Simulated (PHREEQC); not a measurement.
Synthetic water in mg/kgw, 25 °C, pH 7.35, pe 12.5:

```
constituent         mg/kgw
------------------  ------
Na                    8530
K                      912
Ca                     303
Mg                    1370
Cl                   16600
S(6) as SO4           1910
Alkalinity as HCO3    21.7
Zn                    24.3
```

Valence states are taken as typed.

Model: ion-association model, phreeqc.dat, run in PHREEQC.

This is a speciation only: nothing precipitates in the calculation.

Question: Order these S species by the share of S that they hold, largest first: NaSO4-, SO4-2, KSO4-, CaSO4, MgSO4.

Answer: SO4-2 (49 %), MgSO4 (29 %), NaSO4- (18 %), CaSO4 (2.7 %), KSO4- (1.4 %)

The pH is 7.35 and the ionic strength 0.567 mol/kgw.
